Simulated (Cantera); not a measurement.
**Ignition delay**

Mixture: H₂ : O₂ : N₂ : H₂O = 1 : 0.455 : 1.71 : 0.21 (molar parts), equivalence ratio 1.1, at 610000 Pa, adiabatic and at constant pressure. Ignition delay is the time to a rise of 400 K.

Cantera simulation using the H2/O2 subset of GRI-Mech 3.0, which has no nitrogen chemistry; the numbers are that mechanism's predictions, not measurements. The hydrogen kinetics of GRI-Mech 3.0 are dated; newer H2 mechanisms differ, most at raised pressure. Where the delays flatten at high temperature, the 400 K rule measures the pace of heat release, not the induction time.

```json
[
 {"T0 (K)": "1300", "delay (ms)": "0.00905"},
 {"T0 (K)": "1350", "delay (ms)": "0.00575"},
 {"T0 (K)": "1400", "delay (ms)": "0.00417"},
 {"T0 (K)": "1450", "delay (ms)": "0.00325"},
 {"T0 (K)": "1500", "delay (ms)": "0.00265"},
 {"T0 (K)": "1550", "delay (ms)": "0.00223"},
 {"T0 (K)": "1600", "delay (ms)": "0.00192"},
 {"T0 (K)": "1650", "delay (ms)": "0.00169"},
 {"T0 (K)": "1700", "delay (ms)": "0.00151"},
 {"T0 (K)": "1750", "delay (ms)": "0.00137"}
]
```
